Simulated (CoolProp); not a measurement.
Model: reference Helmholtz-energy equation of state, Smukala 2000, in CoolProp.

### Question
For ethylene, give the phase and the speed of sound (m/s) at 98.65 °C and 210 kPa; 98.65 °C and 1890 kPa.

### Answer
- 98.65 °C and 210 kPa: gas; speed of sound 362
- 98.65 °C and 1890 kPa: gas; speed of sound 352
